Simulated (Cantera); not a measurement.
Cantera run:

```python
import numpy as np
import cantera as ct

gas_names = [...]  # 116 gases of nasa_gas.yaml made of C, H, Mg, O
cond_names = """
    C(gr) C6H6(L) C7H8(L) C8H18(L),n-octa H2O(s) H2O(L) Mg(cr) Mg(L) MgCO3(s) MgO(s) MgO(L) MgO2H2(s)
""".split()


# ... load() reads the species with a 1 bar reference pressure and builds the phases ...
atoms = {
    'MgO': {'Mg': 1, 'O': 1},
    'C': {'C': 1},
    'H2': {'H': 2},
}
top_T = {'C(gr)': 4500}  # K; cautious upper limits of use, not melting points


# ... equilibrate(T, P, feed) seeds the gas with the atoms and calls Mixture.equilibrate('TP', solver="vcs", rtol=1e-11, max_steps=5000) ...
results = []
feed = {'MgO': 1, 'C': 0.088, 'H2': 0.17}  # mol
P = 39000  # Pa
for T in [1625, 1725, 1825, 1925, 2025, 2125, 2225, 2325, 2425, 2525, 2625]:
    mix = equilibrate(T, P, feed)
    results.append((T, P, feed, dict(zip(mix.species_names, mix.species_moles))))

top = {s: max(r[3][s] / sum(r[3][g] for g in gas_names) for r in results) for s in gas_names}
cols = sorted((s for s in top if top[s] > 0.001), key=lambda s: -top[s])[:5]
seen = [c for c in cond_names if any(r[3].get(c, 0) > 1e-12 for r in results)]
print("log10 of partial pressures in bar; condensed amounts in mol")
print(f"{'T/K':>10s}" + "".join(f"{s[:9]:>10s}" for s in cols + seen))
for T, P, feed, n in results:
    ng = sum(n[g] for g in gas_names)
    print(f"{T:10.4g}" + "".join(f"{np.log10(max(n[s] / ng * P / 1e5, 1e-99)):10.3f}" for s in cols)
          + "".join(f"{n.get(c, 0):10.4g}" for c in seen))
```

Result:

```
log10 of partial pressures in bar; condensed amounts in mol
       T/K        H2        Mg        CO       H2O         H     C(gr)    MgO(s)
      1625    -0.421    -2.291    -2.288    -5.835    -4.362   0.08558    0.9977
      1725    -0.455    -1.717    -1.714    -5.545    -3.958   0.07857    0.9907
      1825    -0.577    -1.209    -1.206    -5.380    -3.644   0.04803    0.9601
      1925    -0.719    -1.006    -1.003    -5.015    -3.379         0     0.912
      2025    -0.720    -1.006    -1.004    -4.378    -3.075         0     0.912
      2125    -0.721    -1.007    -1.004    -3.804    -2.801         0    0.9118
      2225    -0.725    -1.006    -1.006    -3.286    -2.551         0    0.9114
      2325    -0.732    -1.004    -1.008    -2.820    -2.324         0    0.9104
      2425    -0.746    -0.997    -1.014    -2.407    -2.120         0    0.9078
      2525    -0.774    -0.982    -1.025    -2.051    -1.939         0    0.9022
      2625    -0.822    -0.956    -1.044    -1.759    -1.783         0    0.8917
```

Equilibrium computed with Cantera from the NASA thermochemical tables; the gas is ideal and each condensed phase is pure. The tables' values for MgH are old estimates; treat these amounts as uncertain.
